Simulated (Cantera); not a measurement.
An adiabatic, constant-pressure homogeneous reactor starts with C3H8 : O2 : N2 = 1 : 2.08 : 7.83 (molar parts), equivalence ratio 2.4, at 1650 K and 5.00 bar. Integrator tolerance rtol = 1e-08.

Detailed kinetics in Cantera: GRI-Mech 3.0 (53 species, 325 reactions). GRI-Mech 3.0 was tuned for natural gas; its chemistry of propane as a main component is partial and can be far from experiment.

Question: What does this change do: C3H8 1 to 0.56 parts?

Answer: 
```csv
quantity,before,after
time of steepest temperature rise,9.45 µs,9.09 µs
temperature at 0.200 s,2541 K,2959 K
equilibrium temperature,2541 K,2959 K
x(C3H8) at 0.200 s,<1e-12 (gas-phase equilibrium <1e-12),<1e-12 (gas-phase equilibrium <1e-12)
x(O2) at 0.200 s,1.21e-6 (gas-phase equilibrium 1.21e-6),0.00350 (gas-phase equilibrium 0.00350)
x(CO2) at 0.200 s,0.0103 (gas-phase equilibrium 0.0103),0.0442 (gas-phase equilibrium 0.0442)
x(NO) at 0.200 s,4.87e-5 (gas-phase equilibrium 4.87e-5),0.00534 (gas-phase equilibrium 0.00534)
x(HCN) at 0.200 s,1.90e-6 (gas-phase equilibrium 1.90e-6),4.69e-8 (gas-phase equilibrium 4.69e-8)
x(CH3) at 0.200 s,8.14e-10 (gas-phase equilibrium 9.11e-10),3.50e-12 (gas-phase equilibrium 4.22e-12)
```
